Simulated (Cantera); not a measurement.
# Transport properties of process gases

Gas mixture: N₂ : H₂O : N₂O = 0.62 : 0.79 : 0.39 (molar parts), at 0.480 bar, frozen composition.

Cantera's kinetic-theory transport with the Lennard-Jones parameters of GRI-Mech 3.0, ideal gas; thermal conductivity in the mixture-averaged form. Polar gases are described roughly by these parameters.

| T (K) | ρ (kg/m³) | cp (J/kg/K) | μ (µPa s) | λ (mW/m/K) | Pr | D (cm²/s) OH | D (cm²/s) CH₃ | D (cm²/s) O |
|---|---|---|---|---|---|---|---|---|
| 400 | 0.391 | 1269 | 18.3 | 32.7 | 0.712 | 1.13 | 0.773 | 1.15 |
| 500 | 0.313 | 1314 | 22.3 | 41.3 | 0.710 | 1.67 | 1.16 | 1.70 |
| 600 | 0.261 | 1359 | 26.1 | 50.2 | 0.707 | 2.29 | 1.61 | 2.34 |
| 700 | 0.223 | 1403 | 29.7 | 59.2 | 0.704 | 2.99 | 2.10 | 3.05 |
| 800 | 0.196 | 1446 | 33.1 | 68.3 | 0.702 | 3.75 | 2.65 | 3.83 |
| 900 | 0.174 | 1488 | 36.4 | 77.4 | 0.700 | 4.58 | 3.25 | 4.67 |
| 1000 | 0.156 | 1527 | 39.6 | 86.6 | 0.699 | 5.48 | 3.90 | 5.58 |
D: mixture-averaged diffusion coefficient of that species in the mixture.
